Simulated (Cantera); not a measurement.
Input (Python, Cantera) and output of one run.

```python
import numpy as np
import cantera as ct

gas_names = """
    C CH CH2 CH3 CH2OH CH3O CH4 CH3OH CO CO2 COOH C2 C2H CHCO,ketyl C2H2,acetylene C2H2,vinylidene
    CH2CO,ketene C2H3,vinyl CH3CO,acetyl C2H4 C2H4O,ethylen CH3CHO,ethanal CH3COOH (HCOOH)2 C2H5 C2H6
    CH3OCH3 C2H5OH C2O C3 C3H3,propargyl C3H4,allene C3H4,propyne C3H4,cyclo- C3H5,allyl C3H6,propylene
    C3H6,cyclo- C3H6O C3H7,n-propyl C3H7,i-propyl C3H8 C3H8O,1propanol C3H8O,2propanol C3O2 C4 C4H2
    C4H4,1,3-cyclo- C4H6,butadiene C4H6,2-butyne C4H6,cyclo- C4H8,1-butene C4H8,cis2-buten
    C4H8,tr2-butene C4H8,isobutene C4H8,cyclo- (CH3COOH)2 C4H9,n-butyl C4H9,i-butyl C4H9,s-butyl
    C4H9,t-butyl C4H10,isobutane C4H10,n-butane C5 C5H6,1,3cyclo- C5H8,cyclo- C5H10,1-pentene
    C5H10,cyclo- C5H11,pentyl C5H11,t-pentyl C5H12,n-pentane C5H12,i-pentane CH3C(CH3)2CH3 C6H2
    C6H5,phenyl C6H5O,phenoxy C6H6 C6H5OH,phenol C6H10,cyclo- C6H12,1-hexene C6H12,cyclo- C6H13,n-hexyl
    C7H7,benzyl C7H8 C7H8O,cresol C7H14,1-heptene C7H15,n-heptyl C7H16,n-heptane C8H8,styrene
    C8H10,ethylbenz C8H16,1-octene C8H17,n-octyl C8H18,isooctane C8H18,n-octane C9H19,n-nonyl
    C10H8,naphthale C10H21,n-decyl C12H9,o-bipheny C12H10,bipheny H HCO HO2 H2 HCHO,formaldehy HCOOH H2O
    H2O2 O OH O2 O3 Si SiC SiC2 SiC4H12 SiH SiH2 SiH3 SiH4 SiO SiO2 Si2 Si2C Si3
""".split()
cond_names = """
    C(gr) C6H6(L) C7H8(L) C8H18(L),n-octa H2O(s) H2O(L) Si(cr) Si(L) SiC(b) SiO2(Lqz) SiO2(hqz) SiO2(L)
""".split()


def load(file, names, dense=False):
    # The tables refer to 1 bar. Condensed volumes are neglected.
    table = {s.name: s for s in ct.Species.list_from_file(file)}
    out = []
    for n in names:
        d = dict(table[n].input_data)
        d["thermo"] = dict(d["thermo"], **{"reference-pressure": 1e5})
        if dense:
            d["equation-of-state"] = {"model": "constant-volume", "density": "1e6 g/cm^3"}
        out.append(ct.Species.from_dict(d))
    return out


gas = ct.Solution(thermo="ideal-gas", species=load("nasa_gas.yaml", gas_names))
cond = {s.name: ct.Solution(thermo="fixed-stoichiometry", species=[s], name=s.name)
        for s in load("nasa_condensed.yaml", cond_names, dense=True)}
atoms = {
    'HMDSO': {'Si': 2, 'C': 6, 'H': 18, 'O': 1},
    'O3': {'O': 3},
}
top_T = {'C(gr)': 4500, 'SiC(b)': 3050}  # K; cautious upper limits of use, not melting points


def equilibrate(T, P, feed):
    n = {}
    for name, mol in feed.items():
        for a, k in atoms[name].items():
            n[a] = n.get(a, 0.0) + k * mol
    gas.TPX = T, P, n
    mass = sum(n.values()) * gas.mean_molecular_weight
    gas.equilibrate("TP")
    valid = [c for c in cond.values() if c.min_temp <= T <= top_T.get(c.name, c.max_temp)]
    mix = ct.Mixture([(gas, mass / gas.mean_molecular_weight)] + [(c, 0.0) for c in valid])
    mix.T, mix.P = T, P
    mix.equilibrate("TP", solver="vcs", rtol=1e-11, max_steps=5000)
    return mix


results = []
feed = {'HMDSO': 1, 'O3': 0.23}  # mol
T = 998.15  # K
P = 10000  # Pa
mix = equilibrate(T, P, feed)
results.append((T, P, feed, dict(zip(mix.species_names, mix.species_moles))))
x = sorted(zip(gas.X, gas.species_names), reverse=True)
print(f"T = {T:g} K  P = {P:g} Pa  gas = {mix.phase_moles(0):.4g} mol")
print("   x: " + "  ".join(f"{s} {v:.3e}" for v, s in x if v > 1e-05))
print("   condensed (mol): " + ("  ".join(f"{mix.phase(i).name} {mix.phase_moles(i):.4g}"
      for i in range(1, mix.n_phases) if mix.phase_moles(i) > 1e-12) or "none"))
```

Result:

```
T = 998.15 K  P = 10000 Pa  gas = 8.915 mol
   x: H2 9.904e-01  CH4 9.555e-03
   condensed (mol): C(gr) 4.76  SiC(b) 1.155  SiO2(hqz) 0.845
```

Equilibrium computed with Cantera from the NASA thermochemical tables; the gas is ideal and each condensed phase is pure. The feed counts by its element totals alone.
